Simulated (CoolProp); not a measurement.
Saturation properties of octamethyltrisiloxane (MDM) (Tc = 292.2 °C, pc = 1438 kPa, ω = 0.528).

The numbers come from the reference Helmholtz-energy equation of state, Thol 2017 in CoolProp.

| T (°C) | p (kPa) | vapour density (kg/m³) | enthalpy of vaporisation (kJ/kg) | liquid cp (kJ/(kg K)) |
|---|---|---|---|---|
| 89.85 | 13.57 | 1.082 | 178.9 | 1.943 |
| 104.65 | 23.59 | 1.824 | 173.0 | 1.982 |
| 119.45 | 38.89 | 2.927 | 166.9 | 2.022 |
| 134.25 | 61.20 | 4.507 | 160.6 | 2.062 |
| 148.95 | 92.29 | 6.685 | 154.2 | 2.102 |
| 163.75 | 134.8 | 9.659 | 147.3 | 2.144 |
| 178.55 | 191.0 | 13.63 | 140.1 | 2.189 |
| 193.35 | 263.5 | 18.86 | 132.3 | 2.237 |
| 208.15 | 355.2 | 25.73 | 123.8 | 2.290 |
| 222.95 | 469.3 | 34.79 | 114.4 | 2.352 |
| 237.75 | 609.3 | 46.94 | 103.7 | 2.431 |
| 252.55 | 779.4 | 63.83 | 91.00 | 2.545 |
| 267.25 | 983.6 | 88.97 | 75.06 | 2.761 |

It boils at 152.5 °C under 1 atm.
